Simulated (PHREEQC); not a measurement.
Consider water at 25 °C with 0.29 mol/kgw CuCl2, 0.0083 mol/kgw HBF4 and 0.045 mol/kgw Na2SO4. Closed to the air; pH follows from the charge balance.

The numbers come from PHREEQC with the ion-association model, phreeqc.dat.

Each row changes one thing in this solution. Precipitation was switched off in this run.

```csv
case,pH,ionic strength (mol/kgw),CuCl+ (mol/kgw),CuCl2 (mol/kgw),CuCl3- (mol/kgw),CuOH+ (mol/kgw)
as made,2.29,0.774,0.0607,0.00534,1.16e-5,1.38e-7
HBF4 left out,4.17,0.766,0.0607,0.00536,1.16e-5,1.03e-5
Na2SO4 from 0.045 to 0.0675 mol/kgw,2.34,0.802,0.0582,0.00509,1.12e-5,1.45e-7
HBF4 from 0.0083 to 0.00415 mol/kgw,2.53,0.770,0.0606,0.00535,1.16e-5,2.37e-7
temperature from 25 to 15 °C,2.27,0.816,0.0423,0.00345,6.57e-6,1.44e-7
Na2SO4 left out,2.19,0.727,0.0662,0.00589,1.25e-5,1.20e-7
HBF4 from 0.0083 to 0.00747 mol/kgw,2.33,0.774,0.0607,0.00535,1.16e-5,1.51e-7
Na2SO4 from 0.045 to 0.0405 mol/kgw,2.29,0.769,0.0612,0.00540,1.17e-5,1.36e-7
```

The ionic strength passes 0.7 mol/kgw, the rough limit of the ion-association models, in every such run. Complexes and solids missing from the database can't appear. Real BF4- forms and hydrolyses slowly; the run takes it at equilibrium.
